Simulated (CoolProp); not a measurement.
Saturation properties of propylene (Tc = 364.2 K, pc = 45.55 bar, ω = 0.146).

The numbers come from the reference Helmholtz-energy equation of state, Lemmon 2013 in CoolProp.

```tsv
T (K)	p (bar)	liquid density (kg/m³)	vapour Z	surface tension (mN/m)	liquid viscosity (µPa s)
285.1	8.215	527.9	0.8453	8.61	107
290	9.368	520.0	0.8305	7.98	103
295	10.66	511.7	0.8144	7.35	97.9
299.9	12.06	503.2	0.7977	6.74	93.5
304.8	13.58	494.5	0.7799	6.13	89.2
309.7	15.23	485.3	0.7610	5.54	85.0
314.6	17.03	475.7	0.7409	4.95	81.0
319.5	18.98	465.6	0.7195	4.38	77.0
324.4	21.09	454.9	0.6966	3.81	73.2
329.4	23.42	443.1	0.6714	3.25	69.2
334.3	25.88	430.7	0.6447	2.72	65.4
339.2	28.52	417.1	0.6154	2.20	61.4
344.1	31.37	401.9	0.5829	1.70	57.4
349	34.43	384.3	0.5461	1.22	53.1
```

It boils at 225.5 K under 1 atm.

Viscosity comes from a separate model (Huber 2003), an estimate that may be off by 10 % or more. Surface tension comes from a separate correlation (Mulero 2012).
